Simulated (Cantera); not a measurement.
Input (Python, Cantera) and output of one run.

```python
import numpy as np
import cantera as ct

gas_names = """
    AL ALH ALN ALO ALOH ALO2 ALO2H AL2 AL2O AL2O2 H HALO HNO HNO2 HNO3 HO2 H2 H2O H2O2 N NH NH2 NH3
    NH2OH NO NO2 NO3 N2 N2H2 N2H4 N2O O OH O2 O3
""".split()
cond_names = """
    AL(cr) AL(L) ALN(s) AL2O3(a) AL2O3(L) H2O(s) H2O(L)
""".split()


# ... load() reads the species with a 1 bar reference pressure and builds the phases ...
atoms = {
    'AlN': {'AL': 1, 'N': 1},
    'O2': {'O': 2},
    'H2': {'H': 2},
}
top_T = {'ALN(s)': 2750}  # K; cautious upper limits of use, not melting points


# ... equilibrate(T, P, feed) seeds the gas with the atoms and calls Mixture.equilibrate('TP', solver="vcs", rtol=1e-11, max_steps=5000) ...
results = []
feed = {'AlN': 1, 'O2': 5.1, 'H2': 9.4}  # mol
T = 1473  # K
P = 3.7  # Pa
mix = equilibrate(T, P, feed)
results.append((T, P, feed, dict(zip(mix.species_names, mix.species_moles))))
x = sorted(zip(gas.X, gas.species_names), reverse=True)
print(f"T = {T:g} K  P = {P:g} Pa  gas = {mix.phase_moles(0):.4g} mol")
print("   x: " + "  ".join(f"{s} {v:.3e}" for v, s in x if v > 0.001))
print("   condensed (mol): " + ("  ".join(f"{mix.phase(i).name} {mix.phase_moles(i):.4g}"
      for i in range(1, mix.n_phases) if mix.phase_moles(i) > 1e-12) or "none"))
```

It prints:

```
T = 1473 K  P = 3.7 Pa  gas = 9.904 mol
   x: H2O 8.783e-01  H2 7.051e-02  N2 5.049e-02
   condensed (mol): AL2O3(a) 0.5
```

Equilibrium computed with Cantera from the NASA thermochemical tables; the gas is ideal and each condensed phase is pure.
